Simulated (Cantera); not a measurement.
Cantera run, input and output.

```python
import numpy as np
import cantera as ct

surf = ct.Interface("ptcombust.yaml", "Pt_surf")
gas = surf.adjacent["gas"]
gas.TPX = 300, 4700, {'CH4': 0.081, 'O2': 0.055, 'N2': 0.79}
jet = ct.ImpingingJet(gas=gas, width=0.034, surface=surf)
jet.inlet.mdot, jet.inlet.T, jet.inlet.X = 0.029, 300, {'CH4': 0.081, 'O2': 0.055, 'N2': 0.79}
jet.set_refine_criteria(ratio=10, slope=0.2, curve=0.3)
show, cover = ['CH4', 'O2', 'H2O', 'OH', 'CO', 'CO2'], ["PT(S)", "H(S)", "O(S)", "OH(S)", "CO(S)", "C(S)"]

rows = []
print(f"{'Ts/K':>7s}" + "".join(f"{s:>11s}" for s in show + cover) + "   (gas at the wall, coverages)")
for i, Ts in enumerate([950, 1000, 1050, 1100, 1150, 1200]):
    jet.surface.T = Ts
    if i == 0:
        surf.TP = Ts, 4700
        surf.coverages = "PT(S):0.5, O(S):0.5"
        surf.advance_coverages(1.0)
        jet.set_initial_guess(products="inlet")
    jet.solve(loglevel=0, auto=(i == 0))
    rows.append([*(jet.X[gas.species_index(s), -1] for s in show), *surf[cover].coverages])
    print(f"{Ts:7g}" + "".join(f"{x:11.3e}" for x in rows[-1]))
```

It prints:

```
   Ts/K        CH4         O2        H2O         OH         CO        CO2      PT(S)       H(S)       O(S)      OH(S)      CO(S)       C(S)   (gas at the wall, coverages)
    950  4.544e-02  1.128e-02  4.470e-02  3.868e-11  4.356e-02  1.144e-05  3.307e-01  1.563e-03  9.811e-08  3.221e-07  3.059e-02  6.371e-01
   1000  3.452e-02  7.992e-03  4.011e-02  1.092e-10  5.464e-02  1.907e-05  4.187e-01  1.856e-03  9.685e-08  3.286e-07  2.703e-02  5.524e-01
   1050  2.040e-02  4.509e-03  3.290e-02  2.870e-10  6.887e-02  5.433e-05  5.927e-01  2.252e-03  1.285e-07  3.911e-07  3.241e-02  3.726e-01
   1100  1.138e-02  2.577e-03  2.770e-02  8.403e-10  7.780e-02  2.192e-04  8.194e-01  2.441e-03  2.781e-07  5.622e-07  3.554e-02  1.426e-01
   1150  9.182e-03  2.152e-03  2.611e-02  2.570e-09  7.971e-02  5.499e-04  9.229e-01  2.237e-03  6.112e-07  7.561e-07  2.487e-02  4.997e-02
   1200  8.631e-03  2.075e-03  2.532e-02  7.273e-09  7.982e-02  1.054e-03  9.631e-01  1.968e-03  1.210e-06  9.439e-07  1.537e-02  1.951e-02
```

Computed with Cantera and Deutschmann's 1995 Pt surface mechanism with GRI-Mech 3.0 gas chemistry. Catalytic surfaces can have several steady states; this one follows from the mechanism file's or the stated starting coverage.
